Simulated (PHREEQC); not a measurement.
0.027 g of hydrous ferric oxide (600 m²/g; 0.2 weak and 0.005 strong sites per Fe, Dzombak-Morel constants, diffuse double layer) in 1 kg of water with 0.1 mol/kgw of an inert sodium salt and 1.2e-07 mol/kgw CuSO4, at 25 °C; the pH is set by adding NaOH or the inert anion's acid. Oxygen is held at 0.21 atm. CO2 from the air is kept out. No solid was allowed to form.

The series has 13 steps of pH, from 3 to 9.

Computed with PHREEQC (ion-association model, wateq4f.dat).

**Question.** Near which pH is half of the S sorbed, and on which side is more sorbed?

**Answer.** Near pH 5.2, with more sorbed at lower pH.

**Question.** Near which pH is half of the Cu sorbed, and on which side is more sorbed?

**Answer.** Near pH 5.4, with more sorbed at higher pH.

Complexes and solids missing from the database can't appear. The database's constant for dissolved Cu(OH)2 is higher than later reviews accept. The oxide is taken as insoluble; below pH 4 it would dissolve.
